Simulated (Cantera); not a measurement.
A perfectly stirred reactor is fed with CH4 : O2 : N2 = 1 : 1.18 : 4.42 (molar parts), equivalence ratio 1.7, at 0.316 atm; it is adiabatic with a 350 K inlet, and is followed from long to short residence time, starting on the burning branch (τ in s: 0.3, 0.11, 0.039, 0.014, 0.005, 0.0018, 0.00065, 0.00023, 8.4e-05, 3e-05, 1.1e-05, 3.9e-06).

Computed with Cantera and GRI-Mech 3.0 (53 species, 325 reactions).

### Question
What does this change do: inlet temperature 350 to 498 K?

### Answer
| quantity | before | after |
|---|---|---|
| blow-out, bracketed by the residence times tried | burning at 5.00 ms, out at 1.80 ms | burning at 1.80 ms, out at 0.650 ms |
| x(CH4) at τ = 0.300 s | 0.00307 | 0.00128 |
| x(O2) at τ = 0.300 s | 0.000325 | 0.000157 |
| x(O) at τ = 0.300 s | 5.12e-7 | 9.00e-7 |
| x(CO) at τ = 0.300 s | 0.0926 | 0.100 |
| x(HCN) at τ = 0.300 s | 7.40e-5 | 0.000104 |
| x(CH4) at τ = 0.650 ms | 0.152 | 0.152 |
| x(O2) at τ = 0.650 ms | 0.179 | 0.179 |
| x(O) at τ = 0.650 ms | <1e-12 | <1e-12 |
| x(CO) at τ = 0.650 ms | <1e-12 | <1e-12 |
| x(HCN) at τ = 0.650 ms | <1e-12 | <1e-12 |

### Question
What does this change do: 0.21 parts H2 added?

### Answer
```tsv
quantity	before	after
blow-out, bracketed by the residence times tried	burning at 5.00 ms, out at 1.80 ms	burning at 5.00 ms, out at 1.80 ms
x(CH4) at τ = 0.300 s	0.00307	0.00436
x(O2) at τ = 0.300 s	0.000325	0.000379
x(O) at τ = 0.300 s	5.12e-7	3.89e-7
x(CO) at τ = 0.300 s	0.0926	0.0892
x(HCN) at τ = 0.300 s	7.40e-5	5.06e-5
x(CH4) at τ = 0.650 ms	0.152	0.147
x(O2) at τ = 0.650 ms	0.179	0.173
x(O) at τ = 0.650 ms	<1e-12	<1e-12
x(CO) at τ = 0.650 ms	<1e-12	<1e-12
x(HCN) at τ = 0.650 ms	<1e-12	<1e-12
```
